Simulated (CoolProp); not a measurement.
A closed Brayton cycle with carbon dioxide: compressor inlet 307.15 K and 9.5 MPa, high pressure 20.2 MPa, turbine inlet 930 K, compressor efficiency 0.89, turbine efficiency 0.9, recuperator effectiveness 0.95 (on enthalpy, no pinch check). Each further row changes one setting.

The numbers come from the reference Helmholtz-energy equation of state, Span 1996 in CoolProp.

```
case                           thermal efficiency (%)  net work (kJ/kg)  compressor to turbine work  compressor exit (K)  turbine exit (K)
-----------------------------  ----------------------  ----------------  --------------------------  -------------------  ----------------
as stated                                        39.3              99.0                        0.14                325.4             831.5
turbine inlet 880 K                              38.1              92.3                           …                325.4                 …
compressor inlet 317.15 K                        38.0                 …                           …                    …             831.5
high pressure 17.2 MPa                              …              79.9                           …                321.0             852.1
recuperator effectiveness 0.5                       …              99.0                        0.14                325.4             831.5
```

Question: What belongs in the gaps?

Answer: 
- turbine inlet 880 K, compressor to turbine work: 0.15
- turbine inlet 880 K, turbine exit (K): 785.0
- compressor inlet 317.15 K, net work (kJ/kg): 92.1
- compressor inlet 317.15 K, compressor to turbine work: 0.20
- compressor inlet 317.15 K, compressor exit (K): 356.2
- high pressure 17.2 MPa, thermal efficiency (%): 37.3
- high pressure 17.2 MPa, compressor to turbine work: 0.13
- recuperator effectiveness 0.5, thermal efficiency (%): 18.3
